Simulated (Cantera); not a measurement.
An isothermal, constant-pressure homogeneous reactor starts with CH₄ : H₂ : N₂ = 0.041 : 1 : 0.013 (molar parts), at 2175 K and 0.0132 atm. Integrator tolerance rtol = 1e-08.

Cantera simulation using GRI-Mech 3.0 (53 species, 325 reactions); the numbers are that mechanism's predictions, not measurements. GRI-Mech 3.0 stops at C3 and has no aromatics, soot or wall deposition, so with more carbon than oxygen in the feed, carbon stays in small species such as C2H2 where larger ones or solid carbon would form. Radical loss at walls, strong at low pressure, is not modelled.

**Question.** What does this change do: temperature 2175 to 2675 K?

**Answer.** 
```csv
quantity,before,after
x(CH₄) at 90.0 s,9.08e-6 (gas-phase equilibrium 8.38e-6),5.44e-7 (gas-phase equilibrium 5.35e-7)
x(H₂) at 90.0 s,0.929 (gas-phase equilibrium 0.929),0.620 (gas-phase equilibrium 0.620)
x(H) at 90.0 s,0.0411 (gas-phase equilibrium 0.0411),0.355 (gas-phase equilibrium 0.355)
x(C₂H₄) at 90.0 s,6.14e-7 (gas-phase equilibrium 4.87e-7),3.86e-8 (gas-phase equilibrium 3.68e-8)
x(C₂H₆) at 90.0 s,1.83e-12 (gas-phase equilibrium 1.55e-12),<1e-12 (gas-phase equilibrium <1e-12)
x(CH₂) at 90.0 s,4.83e-7 (gas-phase equilibrium 4.46e-7),5.20e-6 (gas-phase equilibrium 5.11e-6)
x(C₂H) at 90.0 s,2.58e-5 (gas-phase equilibrium 2.05e-5),0.000666 (gas-phase equilibrium 0.000636)
```
